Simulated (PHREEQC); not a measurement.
CaCl2 is added in steps, without added water, to 1 kg of water holding 36 mmol/kgw HF, 0.16 mmol/kgw H2SiF6, 0.03 mmol/kgw H3BO3 and 0.038 mmol/kgw H2SO4, at 25 °C. Oxygen is held at 0.21 atm. The system is closed to CO2. The run lets Gypsum, Fluorite, Portlandite, Quartz precipitate or redissolve, and no other solid.

Base run: PHREEQC, ion-association model, wateq4f.dat. Each further column changes one thing. The table gives F in solution (mol/kgw).

```tsv
CaCl2 added (mol)	base	Davies equation for every ion	Debye-Hückel limiting law	database phreeqc.dat	metal-ligand complexes left out
0	0.0370	0.0370	0.0370	0.0370	0.0370
0.008594	0.0200	0.0200	0.0200	0.0199	0.0200
0.01547	0.00868	0.00864	0.00880	0.00857	0.00867
0.02406	0.00415	0.00409	0.00453	0.00410	0.00415
0.03094	0.00301	0.00295	0.00347	0.00301	0.00301
0.03953	0.00241	0.00234	0.00283	0.00240	0.00241
0.04641	0.00214	0.00207	0.00256	0.00213	0.00213
0.055	0.00191	0.00184	0.00235	0.00189	0.00190
```

wateq4f.dat counts part of the HF as a dimer, H2F2, which phreeqc.dat doesn't know; its constant is uncertain. SiF6-2 is the database's only silicon fluoride. Real BF4- forms and hydrolyses slowly; the run takes it at equilibrium. phreeqc.dat and wateq4f.dat share most of their constants, so their agreement is no independent check. Solids allowed in the column 'database phreeqc.dat': Gypsum, Fluorite, SiO2(a).
